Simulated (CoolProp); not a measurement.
Vapour-liquid equilibrium of R245fa (1) + isopentane (2) at 0.206 MPa; x and y are mole fractions of (1).

Model: multi-fluid Helmholtz-energy mixture model, Akasaka 2015 and Lemmon 2006; pair parameters Bell 2016, in CoolProp.

Task: Give the bubble temperature and the first vapour's composition at x = 0.05, 0.15, 0.45. Is there an azeotrope?

Result: x = 0.05: 316.4 K, y = 0.214; x = 0.15: 308.0 K, y = 0.442; x = 0.45: 300.7 K, y = 0.636. y crosses x between x = 0.65 and 0.75: the model has an azeotrope there.

The pair parameters rest on a limited set of measurements; away from them the model extrapolates. With so large a gap from Raoult's law the liquid may split in two, which this calculation doesn't test in full.
